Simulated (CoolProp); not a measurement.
Vapour-liquid equilibrium of propylene (1) + R125 (2) at 0.00976 MPa; x and y are mole fractions of (1).

Values from CoolProp's multi-fluid Helmholtz-energy mixture model, Lemmon 2013 and Lemmon 2005; pair parameters Bell 2016.

```json
[
 {"x": "0.05", "bubble temperature (K)": "[?]", "y at the bubble point": "0.216", "dew temperature at overall composition x (K)": "[?]", "liquid density (mol/L)": "[?]"},
 {"x": "0.15", "bubble temperature (K)": "181.7", "y at the bubble point": "0.411", "dew temperature at overall composition x (K)": "185.2", "liquid density (mol/L)": "14.02"},
 {"x": "0.25", "bubble temperature (K)": "180.7", "y at the bubble point": "0.490", "dew temperature at overall composition x (K)": "183.9", "liquid density (mol/L)": "14.19"},
 {"x": "0.35", "bubble temperature (K)": "180.3", "y at the bubble point": "[?]", "dew temperature at overall composition x (K)": "182.6", "liquid density (mol/L)": "14.35"},
 {"x": "0.45", "bubble temperature (K)": "180.1", "y at the bubble point": "0.546", "dew temperature at overall composition x (K)": "181.2", "liquid density (mol/L)": "[?]"},
 {"x": "0.55", "bubble temperature (K)": "180.1", "y at the bubble point": "0.561", "dew temperature at overall composition x (K)": "180.1", "liquid density (mol/L)": "14.71"},
 {"x": "0.65", "bubble temperature (K)": "180.1", "y at the bubble point": "0.578", "dew temperature at overall composition x (K)": "180.7", "liquid density (mol/L)": "14.92"},
 {"x": "0.75", "bubble temperature (K)": "180.3", "y at the bubble point": "0.610", "dew temperature at overall composition x (K)": "181.8", "liquid density (mol/L)": "15.13"},
 {"x": "0.85", "bubble temperature (K)": "181.0", "y at the bubble point": "[?]", "dew temperature at overall composition x (K)": "182.9", "liquid density (mol/L)": "15.36"},
 {"x": "0.95", "bubble temperature (K)": "182.7", "y at the bubble point": "[?]", "dew temperature at overall composition x (K)": "184.1", "liquid density (mol/L)": "15.57"}
]
```

Question: What belongs in the gaps?

Answer: 
- 0.05, bubble temperature (K): 184.3
- 0.05, dew temperature at overall composition x (K): 186.3
- 0.05, liquid density (mol/L): 13.82
- 0.35, y at the bubble point: 0.527
- 0.45, liquid density (mol/L): 14.53
- 0.85, y at the bubble point: 0.676
- 0.95, y at the bubble point: 0.833

y crosses x between x = 0.55 and 0.65: the model has an azeotrope there.

Pair parameters are fitted to limited data, so mixtures are less certain than the pure fluids.
